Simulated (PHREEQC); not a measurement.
0.013 g of hydrous ferric oxide (600 m²/g; 0.2 weak and 0.005 strong sites per Fe, Dzombak-Morel constants, diffuse double layer) in 1 kg of water with 0.1 mol/kgw of an inert sodium salt and 0.00056 mmol/kgw MnCl2, at 25 °C; the pH is set by adding NaOH or the inert anion's acid. The system is closed to oxygen. CO2 from the air is kept out. Precipitation was switched off in this run.

Base run: PHREEQC, ion-association model, wateq4f.dat. Each further column changes one thing. The table gives surface charge σ (C/m²).

```csv
pH,base,background salt from 0.1 to 0.01 mol/kgw,oxide from 0.013 to 0.065 g/kgw,3.2e-05 mol/kgw ZnSO4 added
4,0.321,0.216,0.321,___
4.67,0.253,___,0.253,0.169
5.33,0.177,0.088,0.177,0.138
6.67,0.063,0.025,0.063,___
7.33,0.030,0.011,0.030,0.047
8,0.005,0.002,0.004,___
8.67,-0.019,-0.007,-0.020,0.032
9.33,-0.049,-0.019,-0.050,0.009
10.67,-0.150,-0.072,-0.153,___
11.33,-0.223,-0.127,-0.228,-0.123
12,-0.297,-0.222,-0.305,-0.252
```

Q: Some entries are withheld; supply them.

A: 
- 4, 3.2e-05 mol/kgw ZnSO4 added: 0.188
- 4.67, background salt from 0.1 to 0.01 mol/kgw: 0.143
- 6.67, 3.2e-05 mol/kgw ZnSO4 added: 0.066
- 8, 3.2e-05 mol/kgw ZnSO4 added: 0.042
- 10.67, 3.2e-05 mol/kgw ZnSO4 added: -0.055
